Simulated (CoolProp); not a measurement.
The numbers come from the reference Helmholtz-energy equation of state, Pan 2012 in CoolProp.

**Question.** For R236FA, give the phase and the cp (kJ/(kg K)), speed of sound (m/s), isothermal compressibility (1/MPa), Prandtl number at 126.85 °C and 6.14 bar; 126.85 °C and 12.3 bar; 126.85 °C and 55.2 bar.

**Answer.** 
- 126.85 °C and 6.14 bar: gas; cp 1.03, speed of sound 143, isothermal compressibility 1.75, Prandtl number 0.695
- 126.85 °C and 12.3 bar: gas; cp 1.09, speed of sound 133, isothermal compressibility 0.968, Prandtl number 0.734
- 126.85 °C and 55.2 bar: supercritical; cp 1.66, speed of sound 199, isothermal compressibility 0.0433, Prandtl number 2.89

Viscosity comes from a separate model (Huber 2003), an estimate that may be off by 10 % or more. Thermal conductivity comes from a separate model (Huber 2003), an estimate that may be off by 10 % or more.
